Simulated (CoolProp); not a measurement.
R123 along the isotherm 500 K: density (kg/m³) from the reference equation and from simpler models built on Tc = 456.8 K, pc = 3662 kPa, ω = 0.282; each cubic takes its own stable root.

Computed with CoolProp (reference Helmholtz-energy equation of state, Younglove 1994). It is a modified Benedict-Webb-Rubin equation, recast in Helmholtz form.

| p (kPa) | phase | reference | van der Waals | Peng-Robinson |
|---|---|---|---|---|
| 229 | gas | 8.558 | 8.553 | 8.577 |
| 458 | gas | 17.40 | 17.38 | 17.47 |
| 687 | gas | 26.55 | … | … |
| 915 | gas | … | 35.90 | 36.29 |
| 1140 | gas | 45.65 | 45.53 | … |
| 1370 | gas | 55.93 | 55.76 | … |
| 1600 | gas | 66.64 | 66.43 | 67.59 |
| 1830 | gas | … | 77.60 | 79.09 |

### Question
Fill in the missing entries.

### Answer

- 687, van der Waals: 26.50
- 687, Peng-Robinson: 26.72
- 915, reference: 35.98
- 1140, Peng-Robinson: 46.13
- 1370, Peng-Robinson: 56.62
- 1830, reference: 77.84
